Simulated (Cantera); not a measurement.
Feed: 1 mol borazine, 8.1 mol H2, 0.32 mol H2O, equilibrated at 1875 K and 83.0 Pa.

Cantera equilibrium calculation (NASA polynomials, part measured and part estimated; ideal gas, pure solids and liquids). Candidate condensed phases: B, BN, B2O3, B3O3H3, H2O; 39 gas species. The feed counts by its element totals alone. Mutual solubility and eutectic melting of coexisting phases are not modelled. The tables' values for BH2 are old estimates; treat these amounts as uncertain. Equilibrium is a limit: real reactors are often held back by kinetics, nucleation or transport.

Base state: H2 0.933, H 0.0220, N2 0.0194, HBO 0.0176, BO 0.00681, B2O2 0.00110, BH2 0.000203, B2O 7.12e-5 (mole fractions); condensed: B(s) + BN(s).

Task: What changes in the equilibrium state with this change: 0.062 mol HF added?

Result: 
```csv
species,before,after
H2,0.933,0.929
H,0.0220,0.0219
N2,0.0194,0.0194
BF,0,0.00378
BOF,0,0.00126
HBO,0.0176,0.0167
HF,0,9.59e-5
B2O2,0.00110,0.000998
BO,0.00681,0.00648
"B(s), mol",0.141,0.0983
"BN(s), mol",2.54,2.53
```
